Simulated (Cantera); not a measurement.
Cantera run:

```python
import numpy as np
import cantera as ct

gas_names = """
    P2 NH3 PH3 N2
""".split()
cond_names = """

""".split()


# ... load() reads the species with a 1 bar reference pressure and builds the phases ...
species = {s.name: s for s in load("nasa_gas.yaml", gas_names) + load("nasa_condensed.yaml", cond_names)}
# Each term lists the table entries of one substance; the one whose range holds T is used.
reactions = {
    'P2(g) + 2 NH3(g) = 2 PH3(g) + N2(g)':
        [(-1, ['P2']), (-2, ['NH3']), (2, ['PH3']), (1, ['N2'])],
}


def pick(names, T):
    return next(species[n] for n in names if species[n].thermo.min_temp <= T <= species[n].thermo.max_temp)


results = []
for label, terms in reactions.items():
    print(label)
    print("     T/K   dH/kJ  dS/(J/K)   dG/kJ   log10 K")
    for T in [300, 2098, 2198, 2298, 2398, 2498, 2598, 2698, 2798, 2898]:
        used = [(nu, pick(names, T)) for nu, names in terms]
        dH = sum(nu * s.thermo.h(T) for nu, s in used) / 1e6
        dS = sum(nu * s.thermo.s(T) for nu, s in used) / 1e3
        dG = dH - T * dS / 1e3
        logK = -dG * 1e6 / (ct.gas_constant * T * np.log(10))
        results.append((label, T, dH, dS, dG, logK, [s.name for _, s in used]))
        print(f"{T:8g} {dH:8.1f} {dS:8.1f} {dG:8.1f} {logK:8.2f}")
```

Result:

```
P2(g) + 2 NH3(g) = 2 PH3(g) + N2(g)
     T/K   dH/kJ  dS/(J/K)   dG/kJ   log10 K
     300    -40.9      8.5    -43.5     7.57
    2098    -24.8     23.0    -73.0     1.82
    2198    -24.1     23.3    -75.3     1.79
    2298    -23.4     23.6    -77.7     1.77
    2398    -22.8     23.9    -80.0     1.74
    2498    -22.3     24.1    -82.4     1.72
    2598    -21.9     24.2    -84.8     1.71
    2698    -21.5     24.4    -87.3     1.69
    2798    -21.2     24.5    -89.7     1.67
    2898    -20.9     24.6    -92.2     1.66
```

Source: NASA polynomial tables (part measured, part estimated), evaluated in Cantera. Condensed species are held in their standard states even where they would react or evaporate.
